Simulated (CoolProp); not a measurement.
Vapour-liquid equilibrium of ethanol (1) + p-xylene (2) at 126.05 °C; x and y are mole fractions of (1).

Model: multi-fluid Helmholtz-energy mixture model, Schroeder 2014 and Zhou 2012; pair parameters Bell 2016, in CoolProp.

```
x      bubble pressure (MPa)  y at the bubble point  dew pressure at overall composition x (MPa)  liquid density (mol/L)
-----  ---------------------  ---------------------  -------------------------------------------  ----------------------
0.05                  0.1662                  0.570                                      0.07595                   7.372
0.125                 0.2566                      ?                                      0.08248                   7.641
0.2                   0.3089                  0.780                                      0.09021                   7.939
0.275                 0.3399                  0.805                                      0.09949                   8.270
0.35                  0.3599                  0.820                                       0.1109                   8.640
0.425                 0.3749                  0.832                                       0.1251                   9.056
0.5                   0.3884                  0.843                                       0.1435                   9.524
0.575                 0.4024                  0.856                                       0.1681                   10.05
0.65                  0.4178                      ?                                       0.2026                   10.65
0.725                 0.4350                      ?                                       0.2539                   11.34
0.8                   0.4541                      ?                                       0.3336                   12.12
0.875                 0.4748                  0.944                                       0.4205                   13.02
0.95                  0.4966                  0.977                                       0.4788                   14.05
```

Task: What belongs in the gaps?

Result: 
- 0.125, y at the bubble point: 0.728
- 0.65, y at the bubble point: 0.872
- 0.725, y at the bubble point: 0.892
- 0.8, y at the bubble point: 0.916

No azeotrope shows between x = 0.05 and 0.95.

The pair parameters rest on a limited set of measurements; away from them the model extrapolates. With so large a gap from Raoult's law the liquid may split in two, which this calculation doesn't test in full.
